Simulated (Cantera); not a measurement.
A Cantera script and what it prints.

```python
import numpy as np
import cantera as ct

gas_names = """
    C CH CH2 CH3 CH2OH CH3O CH4 CH3OH CO CO2 COOH C2 C2H CHCO,ketyl C2H2,acetylene C2H2,vinylidene
    CH2CO,ketene C2H3,vinyl CH3CO,acetyl C2H4 C2H4O,ethylen CH3CHO,ethanal CH3COOH (HCOOH)2 C2H5 C2H6
    CH3OCH3 C2H5OH C2O C3 C3H3,propargyl C3H4,allene C3H4,propyne C3H4,cyclo- C3H5,allyl C3H6,propylene
    C3H6,cyclo- C3H6O C3H7,n-propyl C3H7,i-propyl C3H8 C3H8O,1propanol C3H8O,2propanol C3O2 C4 C4H2
    C4H4,1,3-cyclo- C4H6,butadiene C4H6,2-butyne C4H6,cyclo- C4H8,1-butene C4H8,cis2-buten
    C4H8,tr2-butene C4H8,isobutene C4H8,cyclo- (CH3COOH)2 C4H9,n-butyl C4H9,i-butyl C4H9,s-butyl
    C4H9,t-butyl C4H10,isobutane C4H10,n-butane C5 C5H6,1,3cyclo- C5H8,cyclo- C5H10,1-pentene
    C5H10,cyclo- C5H11,pentyl C5H11,t-pentyl C5H12,n-pentane C5H12,i-pentane CH3C(CH3)2CH3 C6H2
    C6H5,phenyl C6H5O,phenoxy C6H6 C6H5OH,phenol C6H10,cyclo- C6H12,1-hexene C6H12,cyclo- C6H13,n-hexyl
    C7H7,benzyl C7H8 C7H8O,cresol C7H14,1-heptene C7H15,n-heptyl C7H16,n-heptane C8H8,styrene
    C8H10,ethylbenz C8H16,1-octene C8H17,n-octyl C8H18,isooctane C8H18,n-octane C9H19,n-nonyl
    C10H8,naphthale C10H21,n-decyl C12H9,o-bipheny C12H10,bipheny H HCO HO2 H2 HCHO,formaldehy HCOOH H2O
    H2O2 O OH O2 O3 Si SiC SiC2 SiC4H12 SiH SiH2 SiH3 SiH4 SiO SiO2 Si2 Si2C Si3
""".split()
cond_names = """
    C(gr) C6H6(L) C7H8(L) C8H18(L),n-octa H2O(s) H2O(L) Si(cr) Si(L) SiC(b) SiO2(Lqz) SiO2(hqz) SiO2(L)
""".split()


def load(file, names, dense=False):
    # The tables refer to 1 bar. Condensed volumes are neglected.
    table = {s.name: s for s in ct.Species.list_from_file(file)}
    out = []
    for n in names:
        d = dict(table[n].input_data)
        d["thermo"] = dict(d["thermo"], **{"reference-pressure": 1e5})
        if dense:
            d["equation-of-state"] = {"model": "constant-volume", "density": "1e6 g/cm^3"}
        out.append(ct.Species.from_dict(d))
    return out


gas = ct.Solution(thermo="ideal-gas", species=load("nasa_gas.yaml", gas_names))
cond = {s.name: ct.Solution(thermo="fixed-stoichiometry", species=[s], name=s.name)
        for s in load("nasa_condensed.yaml", cond_names, dense=True)}
atoms = {
    'TEOS': {'Si': 1, 'C': 8, 'H': 20, 'O': 4},
    'H2O': {'H': 2, 'O': 1},
    'O2': {'O': 2},
}
top_T = {'C(gr)': 4500, 'SiC(b)': 3050}  # K; cautious upper limits of use, not melting points


def equilibrate(T, P, feed):
    n = {}
    for name, mol in feed.items():
        for a, k in atoms[name].items():
            n[a] = n.get(a, 0.0) + k * mol
    gas.TPX = T, P, n
    mass = sum(n.values()) * gas.mean_molecular_weight
    gas.equilibrate("TP")
    valid = [c for c in cond.values() if c.min_temp <= T <= top_T.get(c.name, c.max_temp)]
    mix = ct.Mixture([(gas, mass / gas.mean_molecular_weight)] + [(c, 0.0) for c in valid])
    mix.T, mix.P = T, P
    mix.equilibrate("TP", solver="vcs", rtol=1e-11, max_steps=5000)
    return mix


results = []
feed = {'TEOS': 1, 'H2O': 2.5, 'O2': 0.7}  # mol
T = 773.15  # K
for P in [5, 26, 140, 710, 3700, 19000, 100000]:
    mix = equilibrate(T, P, feed)
    results.append((T, P, feed, dict(zip(mix.species_names, mix.species_moles))))
    x = sorted(zip(gas.X, gas.species_names), reverse=True)
    print(f"T = {T:g} K  P = {P:g} Pa  gas = {mix.phase_moles(0):.4g} mol")
    print("   x: " + "  ".join(f"{s} {v:.3e}" for v, s in x if v > 0.0001))
    print("   condensed (mol): " + ("  ".join(f"{mix.phase(i).name} {mix.phase_moles(i):.4g}"
          for i in range(1, mix.n_phases) if mix.phase_moles(i) > 1e-12) or "none"))
```

Result:

```
T = 773.15 K  P = 5 Pa  gas = 18.37 mol
   x: H2 6.800e-01  CO 3.183e-01  CO2 1.230e-03  H2O 5.136e-04
   condensed (mol): C(gr) 2.131  SiO2(Lqz) 1
T = 773.15 K  P = 26 Pa  gas = 18.24 mol
   x: H2 6.823e-01  CO 3.088e-01  CO2 6.026e-03  H2O 2.601e-03  CH4 2.556e-04
   condensed (mol): C(gr) 2.253  SiO2(Lqz) 1
T = 773.15 K  P = 140 Pa  gas = 17.71 mol
   x: H2 6.904e-01  CO 2.708e-01  CO2 2.494e-02  H2O 1.243e-02  CH4 1.410e-03
   condensed (mol): C(gr) 2.737  SiO2(Lqz) 1
T = 773.15 K  P = 710 Pa  gas = 16.52 mol
   x: H2 6.974e-01  CO 1.891e-01  CO2 6.171e-02  H2O 4.446e-02  CH4 7.293e-03
   condensed (mol): C(gr) 3.734  SiO2(Lqz) 1
T = 773.15 K  P = 3700 Pa  gas = 14.83 mol
   x: H2 6.589e-01  H2O 1.162e-01  CO 1.004e-01  CO2 9.062e-02  CH4 3.392e-02
   condensed (mol): C(gr) 4.664  SiO2(Lqz) 1
T = 773.15 K  P = 19000 Pa  gas = 12.9 mol
   x: H2 5.277e-01  H2O 2.180e-01  CH4 1.117e-01  CO2 9.683e-02  CO 4.580e-02
   condensed (mol): C(gr) 4.719  SiO2(Lqz) 1
T = 773.15 K  P = 100000 Pa  gas = 11.17 mol
   x: H2 3.335e-01  H2O 3.153e-01  CH4 2.349e-01  CO2 9.638e-02  CO 1.992e-02
   condensed (mol): C(gr) 4.075  SiO2(Lqz) 1
```

Equilibrium computed with Cantera from the NASA thermochemical tables; the gas is ideal and each condensed phase is pure. The feed counts by its element totals alone.
